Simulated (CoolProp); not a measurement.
Vapour-liquid equilibrium of R13 (1) + isobutane (2) at 0.0136 MPa; x and y are mole fractions of (1).

The numbers come from the multi-fluid Helmholtz-energy mixture model, Platzer 1990 and Bücker 2006; pair parameters Bell 2016 in CoolProp. This equation is an older, rougher fit; its heat capacities, sound speeds and derivatives of the liquid may be far off and weren't checked against measurements.

```tsv
x	bubble temperature (K)	y at the bubble point	dew temperature at overall composition x (K)	liquid density (mol/L)
0.05	192.2	0.851	218.6	11.58
0.125	178.8	0.956	217.2	12.02
0.2	173.1	0.977	215.8	12.35
0.275	170.0	0.984	214.2	12.64
0.35	168.1	0.988	212.5	12.91
0.425	166.8	0.990	210.6	13.19
0.5	165.8	0.991	208.5	13.47
0.575	165.1	0.993	206.1	13.76
0.65	164.4	0.994	203.3	14.05
0.725	163.8	0.995	200.0	14.36
0.8	163.1	0.996	195.9	14.68
0.875	162.4	0.997	190.1	15.02
0.95	161.6	0.999	180.2	15.38
```

No azeotrope shows between x = 0.05 and 0.95.

Pair parameters are fitted to limited data, so mixtures are less certain than the pure fluids. With so large a gap from Raoult's law the liquid may split in two, which this calculation doesn't test in full.
